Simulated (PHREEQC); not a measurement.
## Metal-bearing waste water: an equilibrium model

Dissolve 1.7 mmol/kgw MnSO4, 0.046 mmol/kgw ZnCl2 and 0.082 mmol/kgw Na2SO4 at 25 °C. Closed to the air; pH follows from the charge balance.

Equilibrium calculation in PHREEQC: ion-association model, wateq4f.dat.

No solid was allowed to form.

Task: Estimate the pH, ionic strength.

Result: pH 6.60; ionic strength 0.00630 mol/kgw.

Task: In which forms is S present?

Result: SO4-2 88 %, MnSO4 12 % of the S.

Species that the database lacks are ignored.
